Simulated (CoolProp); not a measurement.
Hexamethyldisiloxane (MM) along the isotherm 545.2 K: fugacity coefficient from the reference equation and from simpler models built on Tc = 518.7 K, pc = 1931 kPa, ω = 0.418; each cubic takes its own stable root.

Values from CoolProp's reference Helmholtz-energy equation of state, Thol 2016.

```csv
p (kPa),phase,reference,van der Waals,Soave-Redlich-Kwong,Peng-Robinson
30.5,gas,0.9953,0.9958,0.9955,0.9950
57.9,gas,0.9910,0.9921,0.9915,0.9904
110,gas,0.9830,0.9850,0.9839,0.9819
208,gas,0.9679,0.9718,…,0.9659
394,gas,…,0.9466,0.9430,…
748,gas,0.8866,0.8990,0.8929,0.8807
1420,gas,…,0.8083,0.8003,0.7802
2690,supercritical,0.6114,0.6190,0.6280,0.6016
5090,supercritical,…,0.4321,0.4317,0.4047
9660,supercritical,0.3000,0.3549,0.3297,0.2983
```

Some entries are withheld; supply them.


- 208, Soave-Redlich-Kwong: 0.9697
- 394, reference: 0.9396
- 394, Peng-Robinson: 0.9360
- 1420, reference: 0.7890
- 5090, reference: 0.4050
